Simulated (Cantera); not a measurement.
A Cantera script and what it prints.

```python
import numpy as np
import cantera as ct

gas_names = """
    CL CLO CL2 Mg MgCL MgCL2 MgO Mg2 O O2 O3
""".split()
cond_names = """
    Mg(cr) Mg(L) MgCL2(s) MgCL2(L) MgO(s) MgO(L)
""".split()


def load(file, names, dense=False):
    # The tables refer to 1 bar. Condensed volumes are neglected.
    table = {s.name: s for s in ct.Species.list_from_file(file)}
    out = []
    for n in names:
        d = dict(table[n].input_data)
        d["thermo"] = dict(d["thermo"], **{"reference-pressure": 1e5})
        if dense:
            d["equation-of-state"] = {"model": "constant-volume", "density": "1e6 g/cm^3"}
        out.append(ct.Species.from_dict(d))
    return out


gas = ct.Solution(thermo="ideal-gas", species=load("nasa_gas.yaml", gas_names))
cond = {s.name: ct.Solution(thermo="fixed-stoichiometry", species=[s], name=s.name)
        for s in load("nasa_condensed.yaml", cond_names, dense=True)}
atoms = {
    'MgO': {'Mg': 1, 'O': 1},
    'Cl2': {'CL': 2},
    'O2': {'O': 2},
}
top_T = {}  # K; cautious upper limits of use, not melting points


def equilibrate(T, P, feed):
    n = {}
    for name, mol in feed.items():
        for a, k in atoms[name].items():
            n[a] = n.get(a, 0.0) + k * mol
    gas.TPX = T, P, n
    mass = sum(n.values()) * gas.mean_molecular_weight
    gas.equilibrate("TP")
    valid = [c for c in cond.values() if c.min_temp <= T <= top_T.get(c.name, c.max_temp)]
    mix = ct.Mixture([(gas, mass / gas.mean_molecular_weight)] + [(c, 0.0) for c in valid])
    mix.T, mix.P = T, P
    mix.equilibrate("TP", solver="vcs", rtol=1e-11, max_steps=5000)
    return mix


results = []
feed = {'MgO': 1, 'Cl2': 1.3, 'O2': 0.031}  # mol
P = 71000  # Pa
for T in [948, 998, 1048, 1098, 1148, 1198, 1248, 1298, 1348, 1398]:
    mix = equilibrate(T, P, feed)
    results.append((T, P, feed, dict(zip(mix.species_names, mix.species_moles))))

top = {s: max(r[3][s] / sum(r[3][g] for g in gas_names) for r in results) for s in gas_names}
cols = sorted((s for s in top if top[s] > 1e-06), key=lambda s: -top[s])[:8]
seen = [c for c in cond_names if any(r[3].get(c, 0) > 1e-12 for r in results)]
print("log10 of partial pressures in bar; condensed amounts in mol")
print(f"{'T/K':>10s}" + "".join(f"{s[:9]:>10s}" for s in cols + seen))
for T, P, feed, n in results:
    ng = sum(n[g] for g in gas_names)
    print(f"{T:10.4g}" + "".join(f"{np.log10(max(n[s] / ng * P / 1e5, 1e-99)):10.3f}" for s in cols)
          + "".join(f"{n.get(c, 0):10.4g}" for c in seen))
```

It prints:

```
log10 of partial pressures in bar; condensed amounts in mol
       T/K       CL2     MgCL2        O2        CL       CLO  MgCL2(s)  MgCL2(L)    MgO(s)
       948    -0.180    -4.367    -1.313    -3.856    -5.655    0.1125         0    0.8874
       998    -0.173    -3.741    -1.425    -3.510    -5.426         0    0.0748    0.9249
      1048    -0.176    -3.262    -1.371    -3.201    -5.147         0   0.09127    0.9077
      1098    -0.181    -2.831    -1.320    -2.921    -4.893         0    0.1079    0.8894
      1148    -0.187    -2.440    -1.272    -2.665    -4.661         0    0.1234    0.8701
      1198    -0.194    -2.085    -1.230    -2.432    -4.450         0    0.1348    0.8505
      1248    -0.206    -1.760    -1.195    -2.219    -4.260         0    0.1373    0.8314
      1298    -0.223    -1.464    -1.173    -2.025    -4.094         0    0.1222    0.8143
      1348    -0.249    -1.191    -1.171    -1.851    -3.953         0   0.07405    0.8017
      1398    -0.291    -0.963    -1.158    -1.699    -3.827         0         0    0.7752
```

Equilibrium computed with Cantera from the NASA thermochemical tables; the gas is ideal and each condensed phase is pure. Mutual solubility and eutectic melting of coexisting phases are not modelled.
